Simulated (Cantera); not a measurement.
Feed: 1 mol SiC, 1.3 mol CO2, 890 mol H2, held at 6.40 bar.

Method: chemical equilibrium by Gibbs-energy minimisation in Cantera with the NASA 1993 tables (ideal gas, pure condensed phases). Candidate condensed phases: C, C6H6, C7H8, C8H18, H2O, Si, SiC, SiO2; 123 gas species. Mutual solubility and eutectic melting of coexisting phases are not modelled. The tables hold silica as quartz up to 1696 K and as liquid above; real silica turns to tridymite and cristobalite and melts near 1996 K. Gases not in the tables: Si2H6 and higher silanes. Equilibrium is a limit: real reactors are often held back by kinetics, nucleation or transport.

log p: log10 of the partial pressure in bar; n: condensed amount in mol.

| T (K) | log p H2 | log p H | log p CH4 | log p CO | log p SiO | n SiO2(β-quartz) | n SiC(s) | n SiO2(condensed) |
|---|---|---|---|---|---|---|---|---|
| 1398 | 0.80 | -4.92 | -1.88 | [?] | -6.36 | 1.000 | 0 | 0 |
| 1498 | 0.81 | -4.36 | -1.90 | [?] | -4.56 | 0.996 | 0 | 0 |
| 1598 | 0.81 | -3.87 | -1.99 | [?] | -3.14 | 0.831 | 0.0684 | 0 |
| 1698 | 0.80 | -3.44 | -2.36 | [?] | -2.32 | 0 | 0.157 | 0.176 |
| 1798 | 0.80 | -3.05 | -2.48 | -1.91 | -2.21 | 0 | 0.129 | 0 |
| 1898 | 0.80 | -2.70 | -2.55 | -1.90 | -2.22 | 0 | 0.145 | 0 |
| 1998 | 0.80 | -2.39 | -2.61 | -1.89 | -2.23 | 0 | 0.144 | 0 |
| 2098 | 0.80 | -2.11 | -2.66 | -1.89 | -2.25 | 0 | 0.111 | 0 |
| 2198 | 0.80 | -1.85 | -2.70 | -1.88 | -2.26 | 0 | 0.0185 | 0 |

Question: What belongs in the gaps?

Answer: 
- 1398, log p CO: -2.49
- 1498, log p CO: -2.40
- 1598, log p CO: -2.24
- 1698, log p CO: -1.96
